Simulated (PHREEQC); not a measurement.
**Brine: an equilibrium model**

A solution holds 0.99 mol/kgw H2SO4 and 0.95 mol/kgw MgSO4, at 20 °C. Closed to the air; pH follows from the charge balance.

Model: Pitzer model, pitzer.dat, run in PHREEQC.

No solid was allowed to form.

Problem. Predict the pH, activity of water.

Solution. pH -0.09; activity of water 0.933.

Problem. In which forms is S present?

Solution. HSO4- 57 %, SO4-2 43 % of the S.

In brines, pH and single-ion activities rest on the MacInnes convention.
